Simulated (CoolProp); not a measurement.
The numbers come from the reference Helmholtz-energy equation of state, Thol 2014 in CoolProp.

### Question
For chloromethane (R40), give the phase and the density (kg/m³), speed of sound (m/s), expansivity (1/kK) at 409.9 K and 32.2 bar; 271.2 K and 8.61 bar.

### Answer
- 409.9 K and 32.2 bar: gas; density 60.4, speed of sound 245, expansivity 5.19
- 271.2 K and 8.61 bar: liquid; density 965, speed of sound 958, expansivity 1.92
